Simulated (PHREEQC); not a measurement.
Consider water at 65 °C with 41 mmol/kgw HCl and 0.21 mmol/kgw ZnSO4. Closed to the air; pH follows from the charge balance.

The numbers come from PHREEQC with the ion-association model, phreeqc.dat.

Precipitation was switched off in this run.

**Question.** Order these Zn species by the share of Zn that they hold, largest first: Zn+2, ZnCl+, ZnCl2, ZnSO4.

**Answer.** Zn+2 (80 %), ZnCl+ (19 %), ZnCl2 (0.63 %), ZnSO4 (0.18 %)

**Question.** Order these S species by the share of S that they hold, largest first: ZnSO4, SO4-2, HSO4-.

**Answer.** HSO4- (84 %), SO4-2 (16 %), ZnSO4 (0.18 %)

The pH is 1.46 and the ionic strength 0.0414 mol/kgw. Species that the database lacks are ignored. At this temperature some constants are extrapolated from 25 °C, and those without enthalpy data are left unchanged.
